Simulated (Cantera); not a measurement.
# Ignition delay

Mixture: 46.9 % H2, 11.2 % O2, 42.0 % N2, equivalence ratio 2.1, at 1.00 bar, adiabatic and at constant pressure. Ignition delay is the time to a rise of 400 K.

Detailed kinetics in Cantera: the H2/O2 subset of GRI-Mech 3.0, which has no nitrogen chemistry. Below about 950 K walls govern HO2 and H2O2 in real vessels. Where the delays flatten at high temperature, the 400 K rule measures the pace of heat release, not the induction time.

| T0 (K) | delay (ms) |
|---|---|
| 925 | 50.6 |
| 975 | 1.08 |
| 1025 | 0.241 |
| 1075 | 0.131 |
| 1125 | 0.0860 |
| 1175 | 0.0619 |
| 1225 | 0.0471 |
| 1275 | 0.0374 |
| 1325 | 0.0308 |
| 1375 | 0.0262 |
